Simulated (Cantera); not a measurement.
## Sublimation and decomposition of ceramics: SiC + Si + N₂

Input: 1 mol SiC, 0.023 mol Si, 3.8 mol N₂, held at 1675 °C and 4350 Torr.

Equilibrium computed with Cantera from the NASA thermochemical tables; the gas is ideal and each condensed phase is pure. Candidate condensed phases: C, Si, SiC, Si₃N₄; 20 gas species. Mutual solubility and eutectic melting of coexisting phases are not modelled. Kinetics and transport are ignored.

```
Property                                     Result
--------------------------------------  -----------
x(N₂)                                         1.000
n(SiC(s))                                 1.000 mol
n(Si₃N₄(s))                             0.00767 mol
gas amount                                3.785 mol
log10 activity of C(graphite) (absent)        -0.11
log10 activity of Si(l) (absent)              -1.23
```
